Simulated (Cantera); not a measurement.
# Thermodynamics of carbon deposition, reforming and gasification, feed CH₄ + NH₃ + H₂

Charge: 1 mol CH₄, 0.22 mol NH₃, 5.1 mol H₂, equilibrated at 9.00 Torr.

Cantera equilibrium calculation (NASA polynomials, part measured and part estimated; ideal gas, pure solids and liquids). Candidate condensed phases: C, C₆H₆, C₇H₈, C₈H₁₈; 92 gas species. The numbers say what is thermodynamically allowed, not how fast it happens.

From 427 °C to 2427 °C the condensed part is C(graphite). The main C-bearing gas is CH₄ at 427 °C and C₂H₂ (acetylene) at 2427 °C.

```csv
T (°C),x H₂,x H,x CH₄,x N₂,x C₂H₂ (acetylene),n C(graphite)
427,0.901,<1e-12,0.0829,0.0158,<1e-12,0.423
627,0.982,1.06e-9,0.00361,0.0146,5.52e-11,0.973
827,0.985,2.34e-7,0.000418,0.0146,1.31e-8,0.997
1027,0.985,1.00e-5,9.16e-5,0.0146,5.68e-7,0.999
1227,0.985,0.000159,2.99e-5,0.0145,8.89e-6,0.999
1427,0.984,0.00133,1.27e-5,0.0144,7.22e-5,0.995
1627,0.977,0.00716,6.44e-6,0.0139,0.000373,0.985
1827,0.955,0.0278,3.61e-6,0.0131,0.00138,0.959
2027,0.896,0.0836,2.06e-6,0.0117,0.00387,0.902
2227,0.773,0.202,1.08e-6,0.00965,0.00836,0.796
2427,0.575,0.393,4.43e-7,0.00733,0.0136,0.615
```
x: gas mole fraction; n: condensed amount in mol.
